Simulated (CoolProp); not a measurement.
Model: reference Helmholtz-energy equation of state, Thol 2022, in CoolProp.

Question: Give the vapour pressure (MPa), vapour density (kg/m³), enthalpy of vaporisation (kJ/kg) of saturated vinyl chloride at 326.3, 371.3 K.

Answer: 
```tsv
T (K)	p (MPa)	vapour density (kg/m³)	enthalpy of vaporisation (kJ/kg)
326.3	0.846	22.4	295
371.3	2.23	61.1	236
```
